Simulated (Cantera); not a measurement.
A perfectly stirred reactor is fed with CH4 : C2H6 : C3H8 : O2 : N2 = 1 : 0.34 : 0.046 : 4.33 : 16.3 (molar parts), at 5.00 bar; it is adiabatic with a 475 K inlet, and is followed from long to short residence time, starting on the burning branch (τ in s: 0.14, 0.055, 0.022, 0.0086, 0.0034, 0.0013, 0.00053, 0.00021, 8.4e-05, 3.3e-05).

Model: GRI-Mech 3.0 (53 species, 325 reactions), integrated in Cantera.

Task: What does this change do: inlet temperature 475 to 650 K?

Result: 
```json
[
 {"quantity": "blow-out, bracketed by the residence times tried", "before": "burning at 33.0 µs, the shortest tried", "after": "burning at 33.0 µs, the shortest tried"},
 {"quantity": "x(CH4) at τ = 0.140 s", "before": "6.41e-7", "after": "3.45e-7"},
 {"quantity": "x(C2H6) at τ = 0.140 s", "before": "2.91e-8", "after": "1.49e-8"},
 {"quantity": "x(C3H8) at τ = 0.140 s", "before": "4.16e-9", "after": "2.38e-9"},
 {"quantity": "x(C2H4) at τ = 0.140 s", "before": "1.13e-7", "after": "5.49e-8"},
 {"quantity": "x(HCN) at τ = 0.140 s", "before": "5.94e-8", "after": "6.59e-8"},
 {"quantity": "x(CH4) at τ = 1.30 ms", "before": "3.05e-5", "after": "2.17e-5"},
 {"quantity": "x(C2H6) at τ = 1.30 ms", "before": "2.09e-6", "after": "1.29e-6"},
 {"quantity": "x(C3H8) at τ = 1.30 ms", "before": "2.91e-7", "after": "1.92e-7"},
 {"quantity": "x(C2H4) at τ = 1.30 ms", "before": "6.58e-6", "after": "4.03e-6"},
 {"quantity": "x(HCN) at τ = 1.30 ms", "before": "1.95e-7", "after": "2.79e-7"}
]
```
